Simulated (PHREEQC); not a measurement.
Consider water at 25 °C with 3.5 mol NaOH and 0.93 mol Na2SO4 per kg of water. Closed to the air; pH follows from the charge balance.

Equilibrium calculation in PHREEQC: Pitzer model, pitzer.dat.

### Question
The ionic strength comes out as 6.29 mol/kgw. What activity coefficients do Na+, SO4-2, OH- get?

### Answer
Na+ 0.70, SO4-2 0.017, OH- 1.0. Single-ion values are on the MacInnes scale.

No solid was allowed to form. Species that the database lacks are ignored. In brines, pH and single-ion activities rest on the MacInnes convention.
